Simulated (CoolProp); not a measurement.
Saturated liquid density (kg/m³) of CH3F (R41): the reference equation beside estimates from Tc = 44.1 °C, pc = 5.906 MPa, ω = 0.200. Rackett uses Z = 0.29056 − 0.08775 ω.

Model: reference Helmholtz-energy equation of state, Lemmon 2006, in CoolProp. It is a short technical equation, of lower accuracy than the large ones.

```json
[
 {"T (°C)": "-94.65", "reference": "914.3", "Rackett": "778.1", "Redlich-Kwong": "711.3", "Soave-Redlich-Kwong": "724.5"},
 {"T (°C)": "-82.65", "reference": "890.1", "Rackett": "758.0", "Redlich-Kwong": "691.2", "Soave-Redlich-Kwong": "706.2"},
 {"T (°C)": "-70.75", "reference": "865.1", "Rackett": "737.3", "Redlich-Kwong": "669.7", "Soave-Redlich-Kwong": "686.4"},
 {"T (°C)": "-58.75", "reference": "838.7", "Rackett": "715.4", "Redlich-Kwong": "646.4", "Soave-Redlich-Kwong": "664.6"},
 {"T (°C)": "-46.85", "reference": "811.0", "Rackett": "692.5", "Redlich-Kwong": "621.5", "Soave-Redlich-Kwong": "640.9"},
 {"T (°C)": "-34.85", "reference": "781.3", "Rackett": "668.0", "Redlich-Kwong": "594.2", "Soave-Redlich-Kwong": "614.5"},
 {"T (°C)": "-22.85", "reference": "749.2", "Rackett": "641.7", "Redlich-Kwong": "564.3", "Soave-Redlich-Kwong": "585.1"},
 {"T (°C)": "-10.95", "reference": "714.4", "Rackett": "613.4", "Redlich-Kwong": "531.5", "Soave-Redlich-Kwong": "552.4"},
 {"T (°C)": "1.05", "reference": "675.1", "Rackett": "581.5", "Redlich-Kwong": "494.4", "Soave-Redlich-Kwong": "514.6"}
]
```

Absolute difference from the reference over all 9 rows, mean and median: Rackett 14.5 and 14.6 %, Redlich-Kwong 23.8 and 23.4 %, Soave-Redlich-Kwong 21.5 and 21.0 %.
